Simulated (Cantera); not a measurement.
**Si + F2 (silicon etching in halogen gases)**

Feed: 1 mol Si, 1.3 mol F2, equilibrated at 825 K and 0.00133 bar.

These are equilibrium values from Cantera (NASA tables, ideal gas, pure condensed phases), not measurements of a reactor. Candidate condensed phases: Si; 9 gas species. The tables' values for SiF3 are old estimates; treat these amounts as uncertain. Kinetics and transport are ignored.

The x(SiF4) is 1.000. The x(SiF3) comes out as 0.000138 and the n(Si(s)) is 0.350 mol. The gas amount is 0.6500 mol.
